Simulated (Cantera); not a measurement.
## Premixed flame

A freely propagating, adiabatic, planar premixed flame of H2 : O2 : N2 : H2O = 1 : 0.185 : 0.696 : 0.18 (molar parts), equivalence ratio 2.7, unburnt at 623 K and 1950 Torr; mixture-averaged transport, grid criteria slope 0.08 and curve 0.16, no radiation.

Computed with Cantera and the H2/O2 subset of GRI-Mech 3.0, which has no nitrogen chemistry. The hydrogen kinetics of GRI-Mech 3.0 are dated; newer H2 mechanisms differ, most at raised pressure. Burning velocities carry a grid error of a few per cent, more on coarse grids.

```
z (mm)   T (K)  u (m/s)   x H2     x O2   x H2O      x OH       x O     x HO2
-------  -----  -------  -----  -------  ------  --------  --------  --------
-0.399     623     7.16  0.485   0.0898  0.0873     <1e-8     <1e-8     <1e-8
-0.266     623     7.16  0.485   0.0898  0.0873     <1e-8     <1e-8     <1e-8
-0.199     623     7.16  0.485   0.0898  0.0873     <1e-8     <1e-8   1.05e-7
-0.133     624     7.16  0.485   0.0898  0.0874     <1e-8   1.88e-8   4.17e-6
-0.0665    676     7.66  0.476   0.0898  0.0912   5.15e-5   1.15e-5  0.000476
-0.0332    900     9.96  0.448   0.0825   0.115  0.000444  0.000157  0.000437
0         1222     13.2  0.396   0.0596   0.168  0.000908  0.000787  0.000198
0.0332    1458     15.7  0.345   0.0285   0.229   0.00157   0.00109   7.98e-5
0.0665    1581     16.9  0.319   0.0101   0.265   0.00181  0.000663   2.65e-5
0.133     1682     18.0  0.310  0.00124   0.283   0.00183  0.000240   3.08e-6
0.266     1764     18.7  0.315  8.99e-5   0.287   0.00164  0.000123   2.56e-7
0.532     1833     19.3  0.322  2.52e-5   0.289   0.00127   6.05e-5   9.14e-8
1.06      1883     19.8  0.327  1.05e-5   0.291  0.000877   2.54e-5   4.19e-8
```
x: mole fraction of selected species; z is measured from the peak of heat release.

* **laminar burning velocity**: 716 cm/s
* **thermal thickness**: 0.133 mm
* **peak x(OH)**: 0.00184
* **peak x(O)**: 0.00112
* **peak x(HO2)**: 0.000598
* **grid points**: 109
